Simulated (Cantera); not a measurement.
## Adiabatic ignition

An adiabatic, constant-volume homogeneous reactor starts with 9.10 % CH₄, 0.209 % CO, 19.0 % O₂, 71.7 % N₂, at 1348 K and 2.40 bar.

Model: GRI-Mech 3.0 (53 species, 325 reactions), integrated in Cantera.

| t (s) | T (K) | P (bar) | x CH₄ | x CO | x O₂ | x C₂H₆ | x CH₂ | x CO₂ | x O |
|---|---|---|---|---|---|---|---|---|---|
| 7.00e-6 | 1348 | 2.40 | 0.0910 | 0.00209 | 0.190 | 9.41e-12 | <1e-12 | 3.25e-9 | 3.56e-10 |
| 2.34e-5 | 1348 | 2.40 | 0.0910 | 0.00209 | 0.190 | 4.15e-10 | <1e-12 | 1.51e-8 | 6.88e-10 |
| 7.80e-5 | 1348 | 2.40 | 0.0910 | 0.00209 | 0.190 | 2.67e-8 | <1e-12 | 9.21e-8 | 2.43e-9 |
| 0.000260 | 1348 | 2.40 | 0.0910 | 0.00209 | 0.190 | 2.91e-6 | 9.41e-12 | 5.85e-7 | 1.33e-8 |
| 0.000868 | 1350 | 2.40 | 0.0906 | 0.00211 | 0.190 | 8.13e-5 | 5.46e-11 | 3.72e-6 | 3.56e-8 |
| 0.00290 | 1465 | 2.62 | 0.0747 | 0.00785 | 0.177 | 0.00181 | 3.97e-8 | 0.000247 | 2.53e-6 |
| 0.00967 | 2920 | 5.40 | <1e-12 | 0.0380 | 0.0209 | <1e-12 | <1e-12 | 0.0517 | 0.00534 |
| 0.0323 | 2920 | 5.40 | <1e-12 | 0.0380 | 0.0209 | <1e-12 | <1e-12 | 0.0517 | 0.00534 |
| 0.108 | 2920 | 5.40 | <1e-12 | 0.0380 | 0.0209 | <1e-12 | <1e-12 | 0.0517 | 0.00534 |
| 0.359 | 2920 | 5.40 | <1e-12 | 0.0380 | 0.0209 | <1e-12 | <1e-12 | 0.0517 | 0.00534 |
| 1.20 | 2920 | 5.40 | <1e-12 | 0.0380 | 0.0209 | <1e-12 | <1e-12 | 0.0517 | 0.00534 |
| 4.00 | 2920 | 5.40 | <1e-12 | 0.0380 | 0.0209 | <1e-12 | <1e-12 | 0.0517 | 0.00534 |
x: mole fraction; the columns are a selection and need not sum to one.

```json
{
  "time_of_steepest_temperature_rise": "2.99 ms",
  "temperature at 4.00 s": "2920 K",
  "equilibrium_temperature": "2920 K",
  "x(CH₄) at 4.00 s": "<1e-12 (gas-phase equilibrium <1e-12)",
  "x(CO) at 4.00 s": "0.0380 (gas-phase equilibrium 0.0380)",
  "x(O₂) at 4.00 s": "0.0209 (gas-phase equilibrium 0.0209)"
}
```
